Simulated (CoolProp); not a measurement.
Model: reference Helmholtz-energy equation of state, Lemmon 2006, in CoolProp. It is a short technical equation, of lower accuracy than the large ones.

Problem. Give the vapour pressure (MPa), liquid density (kg/m³), vapour density (kg/m³), enthalpy of vaporisation (kJ/kg) of saturated nitrous oxide at 229.9, 248.4 K.

Solution. 
| T (K) | p (MPa) | liquid density (kg/m³) | vapour density (kg/m³) | enthalpy of vaporisation (kJ/kg) |
|---|---|---|---|---|
| 229.9 | 0.835 | 1090 | 21.7 | 316 |
| 248.4 | 1.56 | 1020 | 40.3 | 285 |
